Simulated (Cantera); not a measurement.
A Cantera script and its output.

```python
import numpy as np
import cantera as ct

gas = ct.Solution("h2o2.yaml")
gas.TPX = 650, 18000, {'H2': 1, 'O2': 0.575, 'N2': 2.16, 'H2O': 0.8}
flame = ct.FreeFlame(gas, width=0.13)
flame.set_refine_criteria(ratio=3, slope=0.08, curve=0.16)
flame.transport_model = "mixture-averaged"
flame.solve(loglevel=0, auto=True)
z, T = flame.grid, flame.T
thick = (T[-1] - T[0]) / np.gradient(T, z).max()
show = ['H2', 'O2', 'H2O', 'H2O2', 'HO2', 'H']
print(f"laminar burning velocity  {flame.velocity[0] * 100:.3f} cm/s")
print(f"burnt temperature         {T[-1]:.1f} K")
print(f"thermal thickness         {thick * 1e3:.4f} mm")
print(f"grid points               {len(z)}")
z0 = z[flame.heat_release_rate.argmax()]
print(f"{'z/mm':>9s}{'T/K':>9s}{'u/(m/s)':>9s}" + "".join(f"{s:>11s}" for s in show))
rows = []
for k in (-3, -2, -1.5, -1, -0.5, -0.25, 0, 0.25, 0.5, 1, 2, 4, 8):
    zz = z0 + k * thick
    rows.append([k * thick, np.interp(zz, z, T), np.interp(zz, z, flame.velocity),
                 *(np.interp(zz, z, flame.X[gas.species_index(s)]) for s in show)])
    print(f"{rows[-1][0] * 1e3:9.3f}{rows[-1][1]:9.1f}{rows[-1][2]:9.3f}" + "".join(f"{x:11.3e}" for x in rows[-1][3:]))
```

Result:

```
laminar burning velocity  550.165 cm/s
burnt temperature         2124.3 K
thermal thickness         4.2175 mm
grid points               135
     z/mm      T/K  u/(m/s)         H2         O2        H2O       H2O2        HO2          H
  -12.652    650.0    5.502  2.205e-01  1.268e-01  1.764e-01  5.716e-15  1.346e-12  2.105e-15
   -8.435    650.0    5.502  2.205e-01  1.268e-01  1.764e-01  1.174e-14  3.819e-11  4.549e-13
   -6.326    650.0    5.502  2.205e-01  1.268e-01  1.764e-01  3.643e-13  1.928e-09  9.205e-11
   -4.217    650.0    5.502  2.205e-01  1.268e-01  1.764e-01  1.470e-10  2.791e-07  4.161e-08
   -2.109    654.7    5.532  2.188e-01  1.268e-01  1.771e-01  9.241e-07  8.643e-05  9.758e-05
   -1.054    758.3    6.327  1.998e-01  1.239e-01  1.894e-01  2.844e-06  8.506e-05  3.360e-03
    0.000   1089.2    8.845  1.178e-01  9.432e-02  2.586e-01  1.464e-06  3.466e-05  2.818e-02
    1.054   1344.3   10.776  4.803e-02  5.099e-02  3.379e-01  2.047e-06  1.431e-05  4.481e-02
    2.109   1462.7   11.646  3.821e-02  4.178e-02  3.556e-01  1.526e-06  1.007e-05  3.955e-02
    4.217   1590.1   12.550  3.587e-02  3.765e-02  3.668e-01  8.546e-07  7.556e-06  2.953e-02
    8.435   1719.4   13.441  3.219e-02  3.373e-02  3.794e-01  4.420e-07  5.518e-06  1.996e-02
   16.870   1840.8   14.253  2.667e-02  2.981e-02  3.932e-01  2.412e-07  3.838e-06  1.218e-02
   33.740   1946.4   14.941  2.010e-02  2.621e-02  4.069e-01  1.460e-07  2.540e-06  6.623e-03
```

Cantera simulation using the H2/O2 subset of GRI-Mech 3.0, which has no nitrogen chemistry; the numbers are that mechanism's predictions, not measurements. Burning velocities carry a grid error of a few per cent, more on coarse grids.
